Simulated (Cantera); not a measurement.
# NO annealing gas

An isothermal, constant-pressure homogeneous reactor starts with 85.7 % NO, 14.3 % N2, at 1775 K and 0.670 bar.

Model: GRI-Mech 3.0 (53 species, 325 reactions), integrated in Cantera.

| t (s) | x NO | x N2 | x NO2 | x N2O | x O | x O2 |
|---|---|---|---|---|---|---|
| 2.00e-6 | 0.857 | 0.143 | 8.62e-9 | 1.81e-7 | 1.73e-7 | 4.50e-11 |
| 1.38e-5 | 0.857 | 0.143 | 3.40e-7 | 1.25e-6 | 9.13e-7 | 1.81e-9 |
| 9.49e-5 | 0.857 | 0.143 | 6.71e-6 | 8.50e-6 | 2.01e-6 | 4.65e-8 |
| 0.000654 | 0.857 | 0.143 | 5.89e-5 | 5.39e-5 | 3.74e-6 | 1.55e-6 |
| 0.00451 | 0.856 | 0.143 | 0.000310 | 0.000223 | 1.09e-5 | 0.000144 |
| 0.0311 | 0.851 | 0.145 | 0.000414 | 0.000294 | 1.39e-5 | 0.00252 |
| 0.214 | 0.818 | 0.162 | 0.000619 | 0.000269 | 2.06e-5 | 0.0188 |
| 1.47 | 0.640 | 0.251 | 0.00101 | 0.000160 | 4.05e-5 | 0.108 |
| 10.2 | 0.224 | 0.459 | 0.000593 | 1.89e-5 | 6.66e-5 | 0.316 |
| 70.0 | 0.0215 | 0.561 | 6.54e-5 | 3.44e-7 | 7.61e-5 | 0.418 |
x: mole fraction; the columns are a selection and need not sum to one.

Equilibrium at this temperature and pressure: NO 0.00464, N2 0.569, NO2 1.43e-5, N2O 1.86e-7, O 7.68e-5, O2 0.426 (gas phase only).
